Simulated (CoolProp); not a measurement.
The fluid at 293.15 K and 5.03 MPa (liquid) is heated at constant pressure to 303.9 K. The same conditions are run with several fluids, on thermodynamics alone (safety and materials aside).

The numbers come from the reference Helmholtz-energy equation of state of each fluid (R365MFC: Lemmon 2016; propane: Lemmon 2009; R114: Platzer 1990; R245ca: Zhou 2016; n-hexane: Thol 2019) in CoolProp. The equations of Platzer and Polt are older, rougher fits.

```csv
fluid,heat (kJ/kg),final density (kg/m³)
R365MFC,14.7,1260
propane,28.2,495
R114,10.5,1460
R245ca,14.7,1390
n-hexane,24.3,655
```
